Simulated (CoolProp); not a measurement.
Properties of n-butane along the isotherm 197.15 °C.

Model: reference Helmholtz-energy equation of state, Bücker 2006, in CoolProp.

| p (kPa) | phase | Joule-Thomson coefficient (K/MPa) | conductivity (mW/(m K)) | fugacity coefficient |
|---|---|---|---|---|
| 37.9 | gas | 6.039 | 38.2 | 0.9976 |
| 86.4 | gas | 6.063 | 38.3 | 0.9946 |
| 197 | gas | 6.117 | 38.4 | 0.9877 |
| 447 | gas | 6.243 | 38.7 | 0.9723 |
| 1020 | gas | 6.556 | 39.3 | 0.9370 |
| 2320 | gas | 7.409 | 41.3 | 0.8582 |
| 5270 | supercritical | 9.190 | 51.5 | 0.6846 |
| 12000 | supercritical | 1.073 | 72.1 | 0.4360 |

Thermal conductivity comes from a separate model (Perkins 2002).
